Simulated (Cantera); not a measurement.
Low-pressure radical oxidation in H2/O2

An isothermal, constant-pressure homogeneous reactor starts with H2 : O2 = 0.042 : 1 (molar parts), at 1400 K and 0.0207 atm.

Detailed kinetics in Cantera: the H2/O2 subset of GRI-Mech 3.0, which has no nitrogen chemistry. Radical loss at walls, strong at low pressure, is not modelled. The temperature is held fixed by assumption; the heat of reaction is taken as removed at once.

```tsv
t (s)	x H2	x O2	x H2O	x H2O2	x H	x OH	x O
0.000600	0.0386	0.958	0.00120	6.81e-9	0.000294	0.000734	0.000907
0.00116	0.00150	0.926	0.0334	9.47e-8	0.00468	0.00621	0.0282
0.00222	0.000558	0.925	0.0355	6.55e-8	0.00377	0.00484	0.0301
0.00428	0.000532	0.927	0.0357	6.49e-8	0.00350	0.00473	0.0286
0.00825	0.000489	0.930	0.0362	6.39e-8	0.00305	0.00454	0.0260
0.0159	0.000417	0.934	0.0369	6.16e-8	0.00236	0.00420	0.0219
0.0306	0.000313	0.941	0.0378	5.69e-8	0.00150	0.00365	0.0161
0.0589	0.000194	0.948	0.0389	4.86e-8	0.000714	0.00288	0.00979
0.113	9.46e-5	0.953	0.0398	3.66e-8	0.000239	0.00202	0.00470
0.218	3.73e-5	0.956	0.0404	2.38e-8	5.87e-5	0.00127	0.00184
0.420	1.29e-5	0.958	0.0407	1.35e-8	1.19e-5	0.000750	0.000633
0.809	4.34e-6	0.958	0.0409	6.99e-9	2.30e-6	0.000435	0.000212
1.56	1.51e-6	0.959	0.0410	3.44e-9	4.72e-7	0.000257	7.35e-5
3.00	5.71e-7	0.959	0.0411	1.71e-9	1.10e-7	0.000158	2.78e-5
```
x: mole fraction; the columns are a selection and need not sum to one.

Equilibrium at this temperature and pressure: H2 1.32e-7, O2 0.959, H2O 0.0411, H2O2 6.52e-10, H 1.23e-8, OH 7.60e-5, O 6.44e-6 (gas phase only).
